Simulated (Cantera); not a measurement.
Equilibrium for carbothermic reduction: Fe3O4 + CH4 + CO

Feed: 1 mol Fe3O4, 1 mol CH4, 0.013 mol CO, held at 2075 °C.

Equilibrium computed with Cantera from the NASA thermochemical tables; the gas is ideal and each condensed phase is pure. Candidate condensed phases: C, C6H6, C7H8, C8H18, Fe, Fe(CO)5, FeO, Fe(OH)2, Fe(OH)3, Fe2O3, Fe3O4, H2O; 114 gas species. Each liquid is taken as pure. Mutual solubility and eutectic melting of coexisting phases are not modelled. The tables' stoichiometric FeO is somewhat more stable than real wüstite, so its field is too wide. FeO: taken at fixed stoichiometry. Kinetics and transport are ignored.

From 0.0750 Torr to 0.975 Torr nothing is condensed. From 3.45 Torr to 12.8 Torr the condensed part is FeO(l). From 45.0 Torr to 7500 Torr the condensed part is Fe(l) + FeO(l). The main Fe-bearing gas is Fe throughout.

```tsv
P (Pa)	log p H2	log p Fe	log p CO	log p H	log p H2O	log p O	log p CO2	log p O2	log p OH	log p FeO	n FeO(l)	n Fe(l)
10	-5.37	-4.49	-5.01	-4.59	-5.47	-4.85	-5.86	-5.32	-5.45	-5.98	0	0
36	-4.68	-3.89	-4.44	-4.25	-4.47	-4.54	-4.99	-4.71	-4.80	-5.07	0	0
130	-4.12	-3.30	-3.90	-3.97	-3.67	-4.30	-4.21	-4.23	-4.28	-4.24	0	0
460	-3.43	-2.78	-3.26	-3.62	-2.97	-4.29	-3.56	-4.21	-3.92	-3.71	0.736	0
1700	-2.44	-2.34	-2.48	-3.13	-2.42	-4.73	-3.21	-5.09	-3.87	-3.71	1.78	0
6000	-1.67	-2.01	-1.82	-2.74	-1.99	-5.06	-2.89	-5.76	-3.82	-3.71	2.26	0.119
22000	-1.04	-2.01	-1.19	-2.43	-1.35	-5.06	-2.26	-5.76	-3.50	-3.71	2.27	0.587
77000	-0.48	-2.01	-0.63	-2.15	-0.79	-5.06	-1.70	-5.76	-3.22	-3.71	2.27	0.692
280000	0.09	-2.01	-0.06	-1.86	-0.22	-5.06	-1.14	-5.76	-2.94	-3.71	2.27	0.722
1000000	0.65	-2.01	0.49	-1.58	0.33	-5.06	-0.58	-5.76	-2.66	-3.71	2.27	0.731
```
log p: log10 of the partial pressure in bar; n: condensed amount in mol.
